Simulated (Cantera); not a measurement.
## Stirred combustor or abatement burner

A perfectly stirred reactor is fed with CH₄ : H₂ : O₂ : N₂ = 1 : 0.094 : 1.71 : 6.41 (molar parts), at 2700 Torr; it is adiabatic with a 423 K inlet, and is followed from long to short residence time, starting on the burning branch (τ in s: 0.057, 0.025, 0.011, 0.0047, 0.0021, 0.00089, 0.00039, 0.00017, 7.4e-05).

Cantera simulation using GRI-Mech 3.0 (53 species, 325 reactions); the numbers are that mechanism's predictions, not measurements.

```json
[
 {"τ (s)": "0.057", "T (K)": "2231", "x CH₄": "1.78e-5", "x H₂": "0.0265", "x O₂": "0.000120", "x NO": "0.000254", "x C₂H": "1.38e-10"},
 {"τ (s)": "0.025", "T (K)": "2227", "x CH₄": "2.76e-5", "x H₂": "0.0266", "x O₂": "0.000200", "x NO": "0.000293", "x C₂H": "3.87e-10"},
 {"τ (s)": "0.011", "T (K)": "2221", "x CH₄": "4.02e-5", "x H₂": "0.0267", "x O₂": "0.000341", "x NO": "0.000330", "x C₂H": "9.42e-10"},
 {"τ (s)": "0.0047", "T (K)": "2212", "x CH₄": "5.82e-5", "x H₂": "0.0268", "x O₂": "0.000595", "x NO": "0.000361", "x C₂H": "2.15e-9"},
 {"τ (s)": "0.0021", "T (K)": "2199", "x CH₄": "8.47e-5", "x H₂": "0.0271", "x O₂": "0.00101", "x NO": "0.000376", "x C₂H": "4.49e-9"},
 {"τ (s)": "0.00089", "T (K)": "2180", "x CH₄": "0.000134", "x H₂": "0.0275", "x O₂": "0.00174", "x NO": "0.000370", "x C₂H": "9.87e-9"},
 {"τ (s)": "0.00039", "T (K)": "2154", "x CH₄": "0.000225", "x H₂": "0.0280", "x O₂": "0.00292", "x NO": "0.000339", "x C₂H": "2.19e-8"},
 {"τ (s)": "0.00017", "T (K)": "2119", "x CH₄": "0.000423", "x H₂": "0.0287", "x O₂": "0.00496", "x NO": "0.000277", "x C₂H": "5.28e-8"},
 {"τ (s)": "7.4e-5", "T (K)": "2065", "x CH₄": "0.000989", "x H₂": "0.0296", "x O₂": "0.00923", "x NO": "0.000182", "x C₂H": "1.50e-7"}
]
```
x: mole fraction; the columns are a selection and need not sum to one.
